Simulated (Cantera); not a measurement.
An adiabatic, constant-pressure homogeneous reactor starts with 7.13 % CH4, 3.42 % CO, 18.8 % O2, 70.6 % N2, at 1373 K and 21000 Torr.

Detailed kinetics in Cantera: GRI-Mech 3.0 (53 species, 325 reactions). The pressure lies above the range GRI-Mech 3.0 was tuned for (to about 10 atm).

Task: Predict: time of steepest temperature rise; temperature at 4.00 s; equilibrium temperature; x(CO) at 4.00 s; x(O2) at 4.00 s; x(H) at 4.00 s; x(NO) at 4.00 s.

Result: time of steepest temperature rise: 0.281 ms
temperature at 4.00 s: 2813 K
equilibrium temperature: 2813 K
x(CO) at 4.00 s: 0.0162 (gas-phase equilibrium 0.0162)
x(O2) at 4.00 s: 0.0285 (gas-phase equilibrium 0.0285)
x(H) at 4.00 s: 0.000957 (gas-phase equilibrium 0.000957)
x(NO) at 4.00 s: 0.0131 (gas-phase equilibrium 0.0131)
